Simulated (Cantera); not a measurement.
Input (Python, Cantera):

```python
import numpy as np
import cantera as ct

gas = ct.Solution("gri30.yaml")
gas.TPX = 1598, 140000, {'CH4': 1, 'C2H6': 0.052, 'C3H8': 0.19, 'O2': 1.84, 'N2': 6.93, 'H2O': 1.5}
reactor = ct.IdealGasReactor(gas, energy="on", clone=False)
net = ct.ReactorNet([reactor])
net.rtol, net.atol = 1e-08, 1e-16
show = ['CH4', 'C2H6', 'C3H8', 'C2H4', 'CO2', 'CH2', 'HO2']
times = np.geomspace(9e-06, 0.4, 15)

steps = ct.SolutionArray(gas, extra=["t"])
rows = []
print(f"{'t/s':>10s}{'T/K':>9s}{'P/Pa':>11s}" + "".join(f"{s:>11s}" for s in show))
for t in times:
    while net.time < t:
        t_next = net.step()
        steps.append(gas.state, t=t_next)
    rows.append([np.interp(t, steps.t, y) for y in (steps.T, steps.P, *steps(*show).X.T)])
    print(f"{t:10.3e}{rows[-1][0]:9.1f}{rows[-1][1]:11.4g}" + "".join(f"{x:11.3e}" for x in rows[-1][2:]))
rate = np.gradient(steps.T, steps.t)
print("integrator steps:", len(steps.t))
if steps.T.max() > steps.T[0] + 200:
    print(f"time of steepest temperature rise: {steps.t[rate.argmax()]:.4e} s")
gas.TPX = 1598, 140000, {'CH4': 1, 'C2H6': 0.052, 'C3H8': 0.19, 'O2': 1.84, 'N2': 6.93, 'H2O': 1.5}
gas.equilibrate("UV")
print(f"equilibrium (UV): T = {gas.T:.1f} K  " + "  ".join(f"{s} {gas[s].X[0]:.3e}" for s in show))
```

Result:

```
       t/s      T/K       P/Pa        CH4       C2H6       C3H8       C2H4        CO2        CH2        HO2
 9.000e-06   1584.4  1.394e+05  8.518e-02  4.610e-03  1.345e-02  3.232e-03  1.877e-05  7.071e-07  7.798e-05
 1.933e-05   1589.8  1.406e+05  8.260e-02  5.380e-03  9.934e-03  7.466e-03  7.397e-05  1.013e-06  1.042e-04
 4.152e-05   1640.4  1.472e+05  7.346e-02  5.315e-03  3.375e-03  1.531e-02  3.141e-04  2.789e-06  2.262e-04
 8.917e-05   2781.8  2.804e+05  2.557e-12  3.931e-24  1.040e-35  3.782e-19  3.059e-02  2.455e-12  1.146e-06
 1.915e-04   2807.2  2.824e+05  3.471e-12  5.843e-24  2.257e-35  5.414e-19  3.058e-02  2.806e-12  9.355e-07
 4.113e-04   2805.4  2.822e+05  3.552e-12  6.065e-24  2.387e-35  5.567e-19  3.051e-02  2.813e-12  9.112e-07
 8.834e-04   2802.3   2.82e+05  3.634e-12  6.309e-24  2.522e-35  5.726e-19  3.041e-02  2.811e-12  8.833e-07
 1.897e-03   2800.5  2.818e+05  3.685e-12  6.461e-24  2.606e-35  5.823e-19  3.035e-02  2.809e-12  8.669e-07
 4.075e-03   2800.2  2.818e+05  3.692e-12  6.481e-24  2.617e-35  5.836e-19  3.034e-02  2.809e-12  8.648e-07
 8.752e-03   2800.2  2.818e+05  3.692e-12  6.481e-24  2.618e-35  5.836e-19  3.034e-02  2.809e-12  8.647e-07
 1.880e-02   2800.2  2.818e+05  3.692e-12  6.481e-24  2.618e-35  5.836e-19  3.034e-02  2.809e-12  8.647e-07
 4.037e-02   2800.2  2.818e+05  3.692e-12  6.481e-24  2.618e-35  5.836e-19  3.034e-02  2.809e-12  8.647e-07
 8.671e-02   2800.2  2.818e+05  3.692e-12  6.481e-24  2.618e-35  5.836e-19  3.034e-02  2.809e-12  8.647e-07
 1.862e-01   2800.2  2.818e+05  3.692e-12  6.481e-24  2.618e-35  5.836e-19  3.034e-02  2.809e-12  8.647e-07
 4.000e-01   2800.2  2.818e+05  3.692e-12  6.481e-24  2.618e-35  5.836e-19  3.034e-02  2.809e-12  8.647e-07
integrator steps: 1679
time of steepest temperature rise: 6.7537e-05 s
equilibrium (UV): T = 2800.2 K  CH4 4.287e-12  C2H6 8.423e-24  C3H8 3.723e-35  C2H4 6.327e-19  CO2 3.034e-02  CH2 2.998e-12  HO2 8.647e-07
```

Detailed kinetics in Cantera: GRI-Mech 3.0 (53 species, 325 reactions). GRI-Mech 3.0 was tuned for natural gas; its chemistry of propane as a main component is partial and can be far from experiment.
